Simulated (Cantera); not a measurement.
A perfectly stirred reactor is fed with H2 : O2 : N2 = 0.51 : 1 : 1.4 (molar parts), equivalence ratio 0.26, at 54000 Pa; it is held at 1423 K, and followed from long to short residence time.

Detailed kinetics in Cantera: GRI-Mech 3.0 (53 species, 325 reactions). The temperature is held fixed by assumption; the heat of reaction is taken as removed at once.

One state of this run: x H2 = 0.000460; x O2 = 0.280; x NO2 = 4.48e-9; x NO = 8.11e-7; x HO2 = 1.54e-5. x: mole fraction; the columns are a selection and need not sum to one.

Problem. Which value of τ (s) does it belong to?
(A) 0.025
(B) 0.0030
(C) 0.11
(D) 0.0014

Solution. A, 0.025
